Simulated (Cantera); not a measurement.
A diamond (100) surface in a fixed gas of H2 with x(CH4) = 0.0041, x(CH3) = 0.00015, at 1150 K, 0.130 bar; coverages are run to steady state.

Model: the Harris–Goodwin 1993 mechanism for the reconstructed diamond (100) surface, integrated in Cantera.

One state of this run: growth (µm/h) = 18.2; θ c6HH = 0.472; θ c6H* = 0.0352; θ c6*H = 0.467; θ c6** = 0.0249; θ c6HM = 0.000617. θ: site fractions in the mechanism's names (c6HH fully hydrogenated, c6H* and c6*H radical sites, c6** diradical, c6HM methylated).

Q: Which value of x(H) does it belong to?
A. 0.0044
B. 0.00066
C. 0.00026
D. 0.074

A: D, 0.074
